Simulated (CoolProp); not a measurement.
The fluid at 298.15 K and 0.181 MPa expands adiabatically to 0.0211 MPa with isentropic efficiency 0.8. The same conditions are run with several fluids, on thermodynamics alone (safety and materials aside).

The numbers come from the reference Helmholtz-energy equation of state of each fluid (cis-2-butene: Lemmon 2005; isobutene: Lemmon 2005; R407C: Lemmon 2003; C3F8 (R218): Lemmon 2006; carbon monoxide: Lemmon 2006) in CoolProp. Blends and air are pseudo-pure fits.

```tsv
fluid	work (kJ/kg)	final temperature (K)	final density (kg/m³)
cis-2-butene	…	244.2	0.591
isobutene	66.2	…	0.577
R407C	…	240.0	0.919
C3F8 (R218)	…	…	…
carbon monoxide	…	…	0.377
```

Question: Fill in the missing entries.

Answer: 
- cis-2-butene, work (kJ/kg): 65.3
- isobutene, final temperature (K): 249.4
- R407C, work (kJ/kg): 42.5
- C3F8 (R218), work (kJ/kg): 20.9
- C3F8 (R218), final temperature (K): 268.8
- C3F8 (R218), final density (kg/m³): 1.79
- carbon monoxide, work (kJ/kg): 114
- carbon monoxide, final temperature (K): 188.6
